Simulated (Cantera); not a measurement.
Input (Python, Cantera) and output of one run.

```python
import numpy as np
import cantera as ct

gas_names = [...]  # 109 gases of nasa_gas.yaml made of C, Cl, H, Si
cond_names = """
    C(gr) C6H6(L) C7H8(L) C8H18(L),n-octa Si(cr) Si(L) SiC(b)
""".split()


# ... load() reads the species with a 1 bar reference pressure and builds the phases ...
atoms = {
    'SiHCl3': {'Si': 1, 'H': 1, 'CL': 3},
    'CH4': {'C': 1, 'H': 4},
    'H2': {'H': 2},
}
top_T = {'C(gr)': 4500, 'SiC(b)': 3050}  # K; cautious upper limits of use, not melting points


# ... equilibrate(T, P, feed) seeds the gas with the atoms and calls Mixture.equilibrate('TP', solver="vcs", rtol=1e-11, max_steps=5000) ...
results = []
feed = {'SiHCl3': 1, 'CH4': 0.076, 'H2': 210}  # mol
P = 1100  # Pa
for T in [1623, 1723, 1823, 1923, 2023, 2123, 2223, 2323, 2423, 2523, 2623]:
    mix = equilibrate(T, P, feed)
    results.append((T, P, feed, dict(zip(mix.species_names, mix.species_moles))))

top = {s: max(r[3][s] / sum(r[3][g] for g in gas_names) for r in results) for s in gas_names}
cols = sorted((s for s in top if top[s] > 1e-06), key=lambda s: -top[s])[:7]
seen = [c for c in cond_names if any(r[3].get(c, 0) > 1e-12 for r in results)]
print("log10 of partial pressures in bar; condensed amounts in mol")
print(f"{'T/K':>10s}" + "".join(f"{s[:9]:>10s}" for s in cols + seen))
for T, P, feed, n in results:
    ng = sum(n[g] for g in gas_names)
    print(f"{T:10.4g}" + "".join(f"{np.log10(max(n[s] / ng * P / 1e5, 1e-99)):10.3f}" for s in cols)
          + "".join(f"{n.get(c, 0):10.4g}" for c in seen))
```

Output:

```
log10 of partial pressures in bar; condensed amounts in mol
       T/K        H2         H       HCL        Si        CL     SiCL2       SiH    Si(cr)     Si(L)    SiC(b)
      1623    -1.965    -5.143    -3.847    -6.806    -7.129    -5.185    -7.486    0.7916         0   0.07595
      1723    -1.965    -4.722    -3.847    -6.007    -6.715    -5.191    -6.832         0      0.77   0.07582
      1823    -1.967    -4.347    -3.845    -5.355    -6.342    -5.247    -6.309         0    0.7008   0.07486
      1923    -1.969    -4.011    -3.846    -4.770    -6.011    -5.303    -5.842         0    0.4228   0.06917
      2023    -1.974    -3.709    -3.841    -4.422    -5.705    -5.518    -5.601         0         0   0.05005
      2123    -1.982    -3.436    -3.837    -4.371    -5.426    -5.975    -5.648         0         0         0
      2223    -1.993    -3.190    -3.847    -4.344    -5.183    -6.432    -5.714         0         0         0
      2323    -2.012    -2.969    -3.867    -4.338    -4.968    -6.883    -5.796         0         0         0
      2423    -2.040    -2.771    -3.900    -4.343    -4.779    -7.325    -5.888         0         0         0
      2523    -2.082    -2.597    -3.949    -4.356    -4.616    -7.763    -5.990         0         0         0
      2623    -2.140    -2.446    -4.018    -4.377    -4.478    -8.203    -6.103         0         0         0
```

Cantera equilibrium calculation (NASA polynomials, part measured and part estimated; ideal gas, pure solids and liquids). Mutual solubility and eutectic melting of coexisting phases are not modelled. The tables' values for SiCl are old estimates; treat these amounts as uncertain. Gases not in the tables: Si2H6 and higher silanes.
